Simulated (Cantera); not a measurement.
An isothermal, constant-pressure homogeneous reactor starts with NH3 : N2 = 1 : 1.8 (molar parts), at 2298 K and 1700 Pa. Integrator tolerance rtol = 1e-08.

Computed with Cantera and the gas-phase N/H chemistry of the illustrative SiF4/NH3 mechanism in the Surface Chemkin manual (1991). Walls and surfaces, which speed up NH3 decomposition in real reactors, are not modelled.

### Question
What does this change do: pressure from 1700 Pa to 7100 Pa?

### Answer
```
quantity                                            before                                    after
-----------------  ---------------------------------------  ---------------------------------------
x(NH3) at 1.00 s   2.94e-5 (gas-phase equilibrium 3.76e-8)  3.05e-7 (gas-phase equilibrium 1.68e-7)
x(H2) at 1.00 s        0.386 (gas-phase equilibrium 0.364)      0.379 (gas-phase equilibrium 0.379)
x(NH2) at 1.00 s   3.03e-6 (gas-phase equilibrium 1.46e-8)  5.66e-8 (gas-phase equilibrium 3.13e-8)
x(N2) at 1.00 s        0.601 (gas-phase equilibrium 0.592)      0.599 (gas-phase equilibrium 0.599)
x(N2H4) at 1.00 s    <1e-12 (gas-phase equilibrium <1e-12)    <1e-12 (gas-phase equilibrium <1e-12)
x(NH) at 1.00 s    2.16e-6 (gas-phase equilibrium 3.94e-8)  7.29e-8 (gas-phase equilibrium 4.04e-8)
x(N2H2) at 1.00 s  1.39e-10 (gas-phase equilibrium <1e-12)    <1e-12 (gas-phase equilibrium <1e-12)
```

### Question
What does this change do: temperature 2298 to 1275 K?

### Answer
| quantity | before | after |
|---|---|---|
| x(NH3) at 1.00 s | 2.94e-5 (gas-phase equilibrium 3.76e-8) | 0.357 (gas-phase equilibrium 4.42e-7) |
| x(H2) at 1.00 s | 0.386 (gas-phase equilibrium 0.364) | 2.55e-7 (gas-phase equilibrium 0.395) |
| x(NH2) at 1.00 s | 3.03e-6 (gas-phase equilibrium 1.46e-8) | 4.73e-7 (gas-phase equilibrium 7.04e-12) |
| x(N2) at 1.00 s | 0.601 (gas-phase equilibrium 0.592) | 0.643 (gas-phase equilibrium 0.605) |
| x(N2H4) at 1.00 s | <1e-12 (gas-phase equilibrium <1e-12) | 2.14e-11 (gas-phase equilibrium <1e-12) |
| x(NH) at 1.00 s | 2.16e-6 (gas-phase equilibrium 3.94e-8) | 6.44e-11 (gas-phase equilibrium <1e-12) |
| x(N2H2) at 1.00 s | 1.39e-10 (gas-phase equilibrium <1e-12) | 5.03e-10 (gas-phase equilibrium <1e-12) |
